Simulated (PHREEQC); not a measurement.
0.018 g of hydrous ferric oxide (600 m²/g; 0.2 weak and 0.005 strong sites per Fe, Dzombak-Morel constants, diffuse double layer) in 1 kg of water with 0.05 mol/kgw of an inert sodium salt and 8.1e-05 mol CuSO4, 1e-07 mol SrCl2 and 2.4e-07 mol BaCl2, at 25 °C; the pH is set by adding NaOH or the inert anion's acid. Oxygen alone is held at its pressure in air (log pO2 = -0.68). CO2 from the air is kept out. Precipitation was switched off in this run.

Base run: PHREEQC, ion-association model, wateq4f.dat. Each further column changes one thing. The table gives Cu sorbed (%).

```json
[
 {"pH": "4", "base": "0.2", "no electrostatic term (-no_edl)": "0.2", "background salt from 0.05 to 0.005 mol/kgw": "0.3", "oxide from 0.018 to 0.09 g/kgw": "0.9", "9.2e-05 mol/kgw MgCl2 added": "0.2"},
 {"pH": "4.75", "base": "1.7", "no electrostatic term (-no_edl)": "2.2", "background salt from 0.05 to 0.005 mol/kgw": "2.0", "oxide from 0.018 to 0.09 g/kgw": "8.4", "9.2e-05 mol/kgw MgCl2 added": "1.7"},
 {"pH": "5.5", "base": "12.3", "no electrostatic term (-no_edl)": "20.4", "background salt from 0.05 to 0.005 mol/kgw": "14.2", "oxide from 0.018 to 0.09 g/kgw": "45.1", "9.2e-05 mol/kgw MgCl2 added": "12.3"},
 {"pH": "5.88", "base": "22.9", "no electrostatic term (-no_edl)": "37.7", "background salt from 0.05 to 0.005 mol/kgw": "23.8", "oxide from 0.018 to 0.09 g/kgw": "72.2", "9.2e-05 mol/kgw MgCl2 added": "22.9"},
 {"pH": "6.62", "base": "33.3", "no electrostatic term (-no_edl)": "50.1", "background salt from 0.05 to 0.005 mol/kgw": "31.4", "oxide from 0.018 to 0.09 g/kgw": "94.8", "9.2e-05 mol/kgw MgCl2 added": "33.3"},
 {"pH": "7.38", "base": "32.0", "no electrostatic term (-no_edl)": "50.8", "background salt from 0.05 to 0.005 mol/kgw": "29.3", "oxide from 0.018 to 0.09 g/kgw": "96.8", "9.2e-05 mol/kgw MgCl2 added": "32.0"},
 {"pH": "8.12", "base": "26.7", "no electrostatic term (-no_edl)": "50.1", "background salt from 0.05 to 0.005 mol/kgw": "24.5", "oxide from 0.018 to 0.09 g/kgw": "94.5", "9.2e-05 mol/kgw MgCl2 added": "26.7"},
 {"pH": "8.5", "base": "25.1", "no electrostatic term (-no_edl)": "48.5", "background salt from 0.05 to 0.005 mol/kgw": "23.5", "oxide from 0.018 to 0.09 g/kgw": "93.2", "9.2e-05 mol/kgw MgCl2 added": "24.9"},
 {"pH": "9.25", "base": "23.2", "no electrostatic term (-no_edl)": "33.8", "background salt from 0.05 to 0.005 mol/kgw": "22.8", "oxide from 0.018 to 0.09 g/kgw": "90.7", "9.2e-05 mol/kgw MgCl2 added": "19.0"},
 {"pH": "10", "base": "21.7", "no electrostatic term (-no_edl)": "6.3", "background salt from 0.05 to 0.005 mol/kgw": "22.3", "oxide from 0.018 to 0.09 g/kgw": "87.0", "9.2e-05 mol/kgw MgCl2 added": "4.5"}
]
```

In at least one series the solution becomes supersaturated in solids that the run did not let form, among them Cu(OH)2, Brochantite, Antlerite. The database's constant for dissolved Cu(OH)2 is higher than later reviews accept.
